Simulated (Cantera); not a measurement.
Feed: 1 mol CuO, 2.1 mol H2, 0.046 mol H2O, equilibrated at 1600 Pa.

Cantera equilibrium calculation (NASA polynomials, part measured and part estimated; ideal gas, pure solids and liquids). Candidate condensed phases: Cu, CuO, Cu(OH)2, Cu2O, H2O; 12 gas species. Kinetics and transport are ignored.

log p: log10 of the partial pressure in bar; n: condensed amount in mol.

| T (K) | log p H2 | log p H2O | log p Cu | log p H | n Cu(s) | n Cu(l) |
|---|---|---|---|---|---|---|
| 650 | -2.09 | -2.11 | <-13 | <-13 | 1.00 | 0 |
| 800 | -2.09 | -2.11 | <-13 | [?] | 1.00 | 0 |
| 950 | -2.09 | -2.11 | -11.72 | [?] | 1.00 | 0 |
| 1100 | -2.09 | -2.11 | -9.23 | [?] | 1.00 | 0 |
| 1250 | -2.09 | -2.11 | -7.33 | [?] | 1.000 | 0 |
| 1400 | -2.09 | -2.11 | -5.87 | [?] | 0 | 1.000 |
| 1550 | -2.09 | -2.11 | -4.73 | [?] | 0 | 0.998 |
| 1700 | -2.09 | -2.11 | -3.80 | [?] | 0 | 0.978 |
| 1850 | -2.11 | -2.14 | -3.02 | [?] | 0 | 0.864 |
| 2000 | -2.23 | -2.25 | -2.37 | [?] | 0 | 0.197 |

What belongs in the gaps?


- 800, log p H: -12.58
- 950, log p H: -10.30
- 1100, log p H: -8.63
- 1250, log p H: -7.36
- 1400, log p H: -6.36
- 1550, log p H: -5.55
- 1700, log p H: -4.88
- 1850, log p H: -4.33
- 2000, log p H: -3.90
